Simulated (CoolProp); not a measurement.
Vapour-liquid equilibrium of cyclohexane (1) + ethylbenzene (2) at 0.296 MPa; x and y are mole fractions of (1).

Values from CoolProp's multi-fluid Helmholtz-energy mixture model, Zhou 2014 and Zhou 2012; pair parameters Bell 2016.

```csv
x,"bubble temperature, mixture model (K)","bubble temperature, Raoult's law (K)","y, mixture model","y, Raoult's law"
0.05,448.5,449.1,0.152,0.152
0.125,440.5,441.9,0.335,0.334
0.2,433.4,435.4,0.476,0.474
0.275,427.3,429.7,0.583,0.584
0.35,421.9,424.5,0.667,0.671
0.425,417.3,419.8,0.733,0.742
0.5,413.2,415.5,0.786,0.799
0.575,409.6,411.6,0.830,0.846
0.65,406.4,407.9,0.868,0.885
0.725,403.5,404.6,0.900,0.917
0.8,400.8,401.5,0.930,0.945
0.875,398.3,398.7,0.957,0.968
0.95,395.8,396.0,0.983,0.988
```

The largest gap from Raoult's law is -2.6 K in bubble temperature, at x = 0.35. No azeotrope shows between x = 0.05 and 0.95.

The pair parameters rest on a limited set of measurements; away from them the model extrapolates.
